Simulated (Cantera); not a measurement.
What does this Cantera script print?

```python
import numpy as np
import cantera as ct

gas = ct.Solution("gri30.yaml")
gas.TPX = 1325, 101325, {'CH4': 1, 'CO': 0.45, 'O2': 1.85, 'N2': 6.97, 'CO2': 0.24, 'H2O': 0.1}
reactor = ct.IdealGasReactor(gas, energy="on", clone=False)
net = ct.ReactorNet([reactor])
net.rtol, net.atol = 1e-08, 1e-16
show = ['CH4', 'CO', 'O2', 'CH2CO', 'NO']
times = np.geomspace(1e-06, 8, 14)

steps = ct.SolutionArray(gas, extra=["t"])
rows = []
print(f"{'t/s':>10s}{'T/K':>9s}{'P/Pa':>11s}" + "".join(f"{s:>11s}" for s in show))
for t in times:
    while net.time < t:
        t_next = net.step()
        steps.append(gas.state, t=t_next)
    rows.append([np.interp(t, steps.t, y) for y in (steps.T, steps.P, *steps(*show).X.T)])
    print(f"{t:10.3e}{rows[-1][0]:9.1f}{rows[-1][1]:11.4g}" + "".join(f"{x:11.3e}" for x in rows[-1][2:]))
rate = np.gradient(steps.T, steps.t)
print("integrator steps:", len(steps.t))
if steps.T.max() > steps.T[0] + 200:
    print(f"time of steepest temperature rise: {steps.t[rate.argmax()]:.4e} s")
gas.TPX = 1325, 101325, {'CH4': 1, 'CO': 0.45, 'O2': 1.85, 'N2': 6.97, 'CO2': 0.24, 'H2O': 0.1}
gas.equilibrate("UV")
print(f"equilibrium (UV): T = {gas.T:.1f} K  " + "  ".join(f"{s} {gas[s].X[0]:.3e}" for s in show))
```

Result:

```
       t/s      T/K       P/Pa        CH4         CO         O2      CH2CO         NO
 1.000e-06   1325.0  1.013e+05  9.425e-02  4.241e-02  1.744e-01  9.773e-16  2.307e-19
 3.396e-06   1325.0  1.013e+05  9.425e-02  4.241e-02  1.744e-01  1.383e-14  1.660e-18
 1.153e-05   1325.0  1.013e+05  9.425e-02  4.241e-02  1.744e-01  1.839e-13  7.340e-18
 3.918e-05   1325.0  1.013e+05  9.425e-02  4.241e-02  1.744e-01  2.352e-12  2.826e-17
 1.331e-04   1325.0  1.013e+05  9.425e-02  4.241e-02  1.744e-01  3.262e-11  1.219e-16
 4.519e-04   1325.0  1.013e+05  9.423e-02  4.241e-02  1.744e-01  5.240e-10  8.088e-16
 1.535e-03   1325.7  1.014e+05  9.410e-02  4.240e-02  1.743e-01  8.927e-09  8.071e-15
 5.213e-03   1333.0  1.019e+05  9.296e-02  4.243e-02  1.735e-01  3.351e-07  8.364e-14
 1.770e-02   2833.3   2.27e+05  3.355e-14  8.049e-02  1.067e-02  6.787e-16  7.749e-03
 6.013e-02   2833.3   2.27e+05  3.355e-14  8.049e-02  1.067e-02  6.787e-16  7.749e-03
 2.042e-01   2833.3   2.27e+05  3.355e-14  8.049e-02  1.067e-02  6.787e-16  7.749e-03
 6.935e-01   2833.3   2.27e+05  3.355e-14  8.049e-02  1.067e-02  6.787e-16  7.749e-03
 2.355e+00   2833.3   2.27e+05  3.355e-14  8.049e-02  1.067e-02  6.787e-16  7.749e-03
 8.000e+00   2833.3   2.27e+05  3.355e-14  8.049e-02  1.067e-02  6.787e-16  7.749e-03
integrator steps: 2343
time of steepest temperature rise: 1.0778e-02 s
equilibrium (UV): T = 2833.3 K  CH4 4.254e-14  CO 8.049e-02  O2 1.067e-02  CH2CO 7.315e-16  NO 7.749e-03
```

Computed with Cantera and GRI-Mech 3.0 (53 species, 325 reactions).
